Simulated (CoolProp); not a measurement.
Saturation properties of CHF3 (R23).

Computed with CoolProp (reference Helmholtz-energy equation of state, Penoncello 2003).

| T (°C) | p (MPa) | liquid density (kg/m³) | liquid cp (kJ/(kg K)) | vapour Z | surface tension (mN/m) |
|---|---|---|---|---|---|
| -119.65 | 0.006085 | 1582 | ___ | 0.9926 | 24.1 |
| -112.45 | 0.01175 | 1557 | 1.203 | 0.9889 | 22.7 |
| -105.25 | 0.02125 | 1531 | 1.208 | 0.9841 | 21.3 |
| -98.15 | 0.03606 | 1506 | 1.215 | 0.9778 | 19.9 |
| -90.95 | 0.05870 | 1479 | 1.224 | 0.9698 | 18.6 |
| -83.75 | 0.09157 | 1452 | 1.235 | 0.9600 | 17.2 |
| -76.55 | 0.1376 | 1425 | 1.248 | 0.9482 | ___ |
| -69.35 | 0.2001 | 1396 | 1.264 | 0.9342 | 14.5 |
| -62.15 | ___ | 1367 | 1.283 | 0.9178 | 13.1 |
| -55.05 | 0.3878 | 1337 | 1.306 | 0.8993 | 11.8 |
| -47.85 | ___ | 1306 | ___ | 0.8779 | 10.5 |
| -40.65 | 0.6897 | 1273 | 1.367 | 0.8537 | 9.27 |

Question: Some entries are withheld; supply them.

Answer: 
- -119.65, liquid cp (kJ/(kg K)): 1.199
- -76.55, surface tension (mN/m): 15.8
- -62.15, p (MPa): 0.2827
- -47.85, p (MPa): 0.5223
- -47.85, liquid cp (kJ/(kg K)): 1.334

It boils at -82.0 °C under 1 atm.

Surface tension comes from a separate correlation (Mulero 2012).
